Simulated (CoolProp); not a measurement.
A Linde-Hampson liquefier for ethane: isothermal reversible compression at 320 K from 1 atm to 20 MPa, throttling to 1 atm, return gas leaving the recuperator 0 K below the feed. Each further row changes one setting.

Computed with CoolProp (reference Helmholtz-energy equation of state, Bücker 2006).

```csv
case,liquid yield per pass,compression work (kJ/kg of gas)
as stated,0.465,366
high pressure 40 MPa,0.461,414
warm-end temperature 350 K,0.381,429
warm-end gap 5 K,0.458,366
```
